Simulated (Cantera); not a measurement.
Charge: 1 mol CH2F2, 2 mol F2, equilibrated at 1575 K and 1.00 bar.

Cantera equilibrium calculation (NASA polynomials, part measured and part estimated; ideal gas, pure solids and liquids). Candidate condensed phases: C, C6H6, C7H8, C8H18; 95 gas species. Gases not in the tables: C2F6 and larger saturated fluorocarbons. Kinetics and transport are ignored.

Base state: HF 0.667, CF4 0.333, F 1.99e-5 (mole fractions); condensed: gas only.

Problem. What changes in the equilibrium state with this change: 0.016 mol Cl2 added?

Solution. 
```tsv
species	before	after
HF	0.667	0.661
CF4	0.333	0.331
Cl	0	0.00469
Cl2	0	0.00246
HCl	0	0.000588
ClF	0	0.000333
CClF3	0	4.93e-5
F	1.99e-5	0.000305
```

Problem. What changes in the equilibrium state with this change: CH2F2 replaced by CF4?

Solution. 
```
species   before   after
-------  -------  ------
F        1.99e-5   0.752
CF4        0.333   0.208
F2         <1e-9  0.0402
HF         0.667       0
```
